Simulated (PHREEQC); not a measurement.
NaHCO3 is added in steps, without added water, to 1 kg of water holding 0.024 mol ZnBr2, at 25 °C. Oxygen alone is held at its pressure in air (log pO2 = -0.68). No CO2 enters from the air. Solids allowed: Zn(OH)2-e, Smithsonite, Nahcolite, Natron. Others were left out.

Base run: PHREEQC, ion-association model, wateq4f.dat. Each further column changes one thing. The table gives pH.

| NaHCO3 added (mol) | base | Davies equation for every ion | metal-ligand complexes left out | all activity coefficients set to 1 | database phreeqc.dat |
|---|---|---|---|---|---|
| 0 | 5.46 | 5.48 | 5.46 | 5.29 | 5.47 |
| 0.0048 | 5.72 | 5.73 | 5.68 | 5.54 | 5.73 |
| 0.0096 | 5.57 | 5.59 | 5.55 | 5.40 | 5.59 |
| 0.012 | 5.53 | 5.55 | 5.51 | 5.36 | 5.54 |
| 0.0168 | 5.48 | 5.50 | 5.46 | 5.32 | 5.49 |
| 0.0216 | 5.46 | 5.47 | 5.44 | 5.29 | 5.47 |
| 0.0264 | 5.45 | 5.46 | 5.43 | 5.29 | 5.46 |
| 0.0312 | 5.46 | 5.47 | 5.44 | 5.30 | 5.47 |
| 0.036 | 5.49 | 5.50 | 5.46 | 5.34 | 5.49 |
| 0.0384 | 5.51 | 5.52 | 5.48 | 5.36 | 5.51 |
| 0.0432 | 5.57 | 5.58 | 5.54 | 5.44 | 5.57 |
| 0.048 | 5.66 | 5.67 | 5.63 | 5.58 | 5.67 |

The database's zinc carbonate complexes are estimates, stronger than later reviews accept.  phreeqc.dat and wateq4f.dat share most of their constants, so their agreement is no independent check. Solids allowed in the column 'database phreeqc.dat': Zn(OH)2(e), Smithsonite.
